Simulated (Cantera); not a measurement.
Input: 1 mol SiF4, 2.1 mol H2O, equilibrated at 1650 °C.

These are equilibrium values from Cantera (NASA tables, ideal gas, pure condensed phases), not measurements of a reactor. Candidate condensed phases: H2O, Si, SiO2; 38 gas species. The tables' values for SiF3 are old estimates; treat these amounts as uncertain. The tables hold silica as quartz up to 1696 K and as liquid above; real silica turns to tridymite and cristobalite and melts near 1996 K. Gases not in the tables: Si(OH)4. Equilibrium is a limit: real reactors are often held back by kinetics, nucleation or transport.

At 0.190 bar, list the 5 most abundant gas species with their mole fractions, and the condensed phases.

HF 0.829, H2O 0.120, SiF4 0.0481, H2 0.00162, O2 0.000715. Condensed: SiO2(condensed).
